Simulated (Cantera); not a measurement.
Cantera run, input and output.

```python
import numpy as np
import cantera as ct

gas = ct.Solution("gri30.yaml")
gas.TPX = 1050, 100000, {'CO': 0.017, 'O2': 0.016, 'H2O': 0.00023, 'N2': 1}
reactor = ct.IdealGasConstPressureReactor(gas, energy="off", clone=False)
net = ct.ReactorNet([reactor])
net.rtol, net.atol = 1e-08, 1e-18
show = ['CO', 'O2', 'H2O', 'H2', 'OH', 'CO2', 'NO']
times = np.geomspace(4e-06, 4, 15)

steps = ct.SolutionArray(gas, extra=["t"])
rows = []
print(f"{'t/s':>10s}{'T/K':>9s}{'P/Pa':>11s}" + "".join(f"{s:>11s}" for s in show))
for t in times:
    while net.time < t:
        t_next = net.step()
        steps.append(gas.state, t=t_next)
    rows.append([np.interp(t, steps.t, y) for y in (steps.T, steps.P, *steps(*show).X.T)])
    print(f"{t:10.3e}{rows[-1][0]:9.1f}{rows[-1][1]:11.4g}" + "".join(f"{x:11.3e}" for x in rows[-1][2:]))
rate = np.gradient(steps.T, steps.t)
print("integrator steps:", len(steps.t))
if steps.T.max() > steps.T[0] + 200:
    print(f"time of steepest temperature rise: {steps.t[rate.argmax()]:.4e} s")
gas.TPX = 1050, 100000, {'CO': 0.017, 'O2': 0.016, 'H2O': 0.00023, 'N2': 1}
gas.equilibrate("TP")
print(f"equilibrium (TP): T = {gas.T:.1f} K  " + "  ".join(f"{s} {gas[s].X[0]:.3e}" for s in show))
```

Result:

```
       t/s      T/K       P/Pa         CO         O2        H2O         H2         OH        CO2         NO
 4.000e-06   1050.0      1e+05  1.645e-02  1.549e-02  2.226e-04  3.191e-22  2.377e-16  3.284e-12  1.704e-24
 1.073e-05   1050.0      1e+05  1.645e-02  1.549e-02  2.226e-04  8.390e-21  1.209e-15  8.817e-12  1.330e-23
 2.879e-05   1050.0      1e+05  1.645e-02  1.549e-02  2.226e-04  2.658e-19  6.294e-15  2.371e-11  1.117e-22
 7.723e-05   1050.0      1e+05  1.645e-02  1.549e-02  2.226e-04  7.698e-18  2.974e-14  6.403e-11  9.386e-22
 2.072e-04   1050.0      1e+05  1.645e-02  1.549e-02  2.226e-04  1.624e-16  1.260e-13  1.749e-10  7.313e-21
 5.558e-04   1050.0      1e+05  1.645e-02  1.549e-02  2.226e-04  2.312e-15  4.644e-13  4.921e-10  5.322e-20
 1.491e-03   1050.0      1e+05  1.645e-02  1.549e-02  2.226e-04  2.366e-14  1.480e-12  1.479e-09  3.644e-19
 4.000e-03   1050.0      1e+05  1.645e-02  1.549e-02  2.226e-04  2.073e-13  4.592e-12  4.977e-09  2.269e-18
 1.073e-02   1050.0      1e+05  1.645e-02  1.549e-02  2.226e-04  1.831e-12  1.527e-11  1.943e-08  1.262e-17
 2.879e-02   1050.0      1e+05  1.645e-02  1.549e-02  2.226e-04  1.899e-11  6.334e-11  9.981e-08  8.243e-17
 7.723e-02   1050.0      1e+05  1.645e-02  1.548e-02  2.226e-04  4.418e-10  5.950e-10  1.165e-06  2.790e-15
 2.072e-01   1050.0      1e+05  1.634e-02  1.543e-02  2.216e-04  5.149e-07  3.724e-08  1.129e-04  1.229e-11
 5.558e-01   1050.0      1e+05  1.452e-02  1.453e-02  2.169e-04  5.018e-06  1.509e-07  1.946e-03  2.247e-09
 1.491e+00   1050.0      1e+05  7.317e-03  1.095e-02  2.187e-04  4.074e-06  2.884e-07  9.212e-03  4.951e-08
 4.000e+00   1050.0      1e+05  6.870e-04  7.658e-03  2.234e-04  6.115e-07  2.596e-07  1.590e-02  2.039e-07
integrator steps: 862
equilibrium (TP): T = 1050.0 K  CO 5.996e-11  O2 7.313e-03  H2O 2.244e-04  H2 9.556e-13  OH 5.987e-09  CO2 1.659e-02  NO 1.103e-05
```

Cantera simulation using GRI-Mech 3.0 (53 species, 325 reactions); the numbers are that mechanism's predictions, not measurements.
